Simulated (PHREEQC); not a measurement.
Dissolve 0.00076 mol/kgw Na2SiF6, 0.012 mol/kgw KOH, 0.0058 mol/kgw NH4Br and 0.0021 mol/kgw KF at 25 °C. It is in equilibrium with CO2 at log p = -2 (atm). Otherwise closed; pH follows from the charge balance.

The numbers come from PHREEQC with the ion-association model, phreeqc.dat.

No solid was allowed to form.

**Question.** What pH, specific conductance does the model give?

**Answer.** pH 7.70; specific conductance 2470 µS/cm.

**Question.** In which forms is N present?

**Answer.** NH4+ 98 %, NH3 2.4 % of the N.

Saturation is exceeded, for instance for Quartz (slow to form), Chalcedony (slow to form); the values hold only as long as no solid forms. Species that the database lacks are ignored. SiF6-2 is the database's only silicon fluoride.
